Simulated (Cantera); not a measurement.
Input (Python, Cantera) and output of one run.

```python
import numpy as np
import cantera as ct

gas_names = """
    C CH CH2 CH3 CH4 CS CS2 C2 C2H C2H2,acetylene C2H2,vinylidene C2H3,vinyl C2H4 C2H5 C2H6 C3
    C3H3,propargyl C3H4,allene C3H4,propyne C3H4,cyclo- C3H5,allyl C3H6,propylene C3H6,cyclo-
    C3H7,n-propyl C3H7,i-propyl C3H8 C4 C4H2 C4H4,1,3-cyclo- C4H6,butadiene C4H6,2-butyne C4H6,cyclo-
    C4H8,1-butene C4H8,cis2-buten C4H8,tr2-butene C4H8,isobutene C4H8,cyclo- C4H9,n-butyl C4H9,i-butyl
    C4H9,s-butyl C4H9,t-butyl C4H10,isobutane C4H10,n-butane C5 C5H6,1,3cyclo- C5H8,cyclo-
    C5H10,1-pentene C5H10,cyclo- C5H11,pentyl C5H11,t-pentyl C5H12,n-pentane C5H12,i-pentane
    CH3C(CH3)2CH3 C6H2 C6H5,phenyl C6H6 C6H10,cyclo- C6H12,1-hexene C6H12,cyclo- C6H13,n-hexyl
    C7H7,benzyl C7H8 C7H14,1-heptene C7H15,n-heptyl C7H16,n-heptane C8H8,styrene C8H10,ethylbenz
    C8H16,1-octene C8H17,n-octyl C8H18,isooctane C8H18,n-octane C9H19,n-nonyl C10H8,naphthale
    C10H21,n-decyl C12H9,o-bipheny C12H10,bipheny H H2 H2S S SH S2 S8
""".split()
cond_names = """
    C(gr) C6H6(L) C7H8(L) C8H18(L),n-octa S(cr1) S(cr2) S(L)
""".split()


def load(file, names, dense=False):
    # The tables refer to 1 bar. Condensed volumes are neglected.
    table = {s.name: s for s in ct.Species.list_from_file(file)}
    out = []
    for n in names:
        d = dict(table[n].input_data)
        d["thermo"] = dict(d["thermo"], **{"reference-pressure": 1e5})
        if dense:
            d["equation-of-state"] = {"model": "constant-volume", "density": "1e6 g/cm^3"}
        out.append(ct.Species.from_dict(d))
    return out


gas = ct.Solution(thermo="ideal-gas", species=load("nasa_gas.yaml", gas_names))
cond = {s.name: ct.Solution(thermo="fixed-stoichiometry", species=[s], name=s.name)
        for s in load("nasa_condensed.yaml", cond_names, dense=True)}
atoms = {
    'CS2': {'C': 1, 'S': 2},
    'H2': {'H': 2},
}
top_T = {'C(gr)': 4500}  # K; cautious upper limits of use, not melting points


def equilibrate(T, P, feed):
    n = {}
    for name, mol in feed.items():
        for a, k in atoms[name].items():
            n[a] = n.get(a, 0.0) + k * mol
    gas.TPX = T, P, n
    mass = sum(n.values()) * gas.mean_molecular_weight
    gas.equilibrate("TP")
    valid = [c for c in cond.values() if c.min_temp <= T <= top_T.get(c.name, c.max_temp)]
    mix = ct.Mixture([(gas, mass / gas.mean_molecular_weight)] + [(c, 0.0) for c in valid])
    mix.T, mix.P = T, P
    mix.equilibrate("TP", solver="vcs", rtol=1e-11, max_steps=5000)
    return mix


results = []
feed = {'CS2': 1, 'H2': 1.1}  # mol
P = 330000  # Pa
for T in [848, 948, 1048, 1148, 1248, 1348, 1448, 1548, 1648]:
    mix = equilibrate(T, P, feed)
    results.append((T, P, feed, dict(zip(mix.species_names, mix.species_moles))))

top = {s: max(r[3][s] / sum(r[3][g] for g in gas_names) for r in results) for s in gas_names}
cols = sorted((s for s in top if top[s] > 0.001), key=lambda s: -top[s])[:9]
seen = [c for c in cond_names if any(r[3].get(c, 0) > 1e-12 for r in results)]
print("log10 of partial pressures in bar; condensed amounts in mol")
print(f"{'T/K':>10s}" + "".join(f"{s[:9]:>10s}" for s in cols + seen))
for T, P, feed, n in results:
    ng = sum(n[g] for g in gas_names)
    print(f"{T:10.4g}" + "".join(f"{np.log10(max(n[s] / ng * P / 1e5, 1e-99)):10.3f}" for s in cols)
          + "".join(f"{n.get(c, 0):10.4g}" for c in seen))
```

Result:

```
log10 of partial pressures in bar; condensed amounts in mol
       T/K       H2S       CS2        H2        S2        SH        CS     C(gr)
       848     0.368    -0.061    -2.082    -1.044    -5.349    -9.068    0.5914
       948     0.362    -0.063    -1.537    -0.981    -4.560    -7.636    0.5923
      1048     0.349    -0.062    -1.105    -0.927    -3.924    -6.477    0.5872
      1148     0.324    -0.052    -0.765    -0.875    -3.404    -5.519    0.5723
      1248     0.282    -0.036    -0.504    -0.823    -2.976    -4.712    0.5459
      1348     0.223    -0.016    -0.308    -0.771    -2.622    -4.023    0.5098
      1448     0.148     0.005    -0.164    -0.723    -2.327    -3.428    0.4683
      1548     0.062     0.024    -0.060    -0.681    -2.081    -2.912    0.4262
      1648    -0.032     0.039     0.014    -0.645    -1.874    -2.461    0.3875
```

Cantera equilibrium calculation (NASA polynomials, part measured and part estimated; ideal gas, pure solids and liquids). Gases not in the tables: S3 to S7.
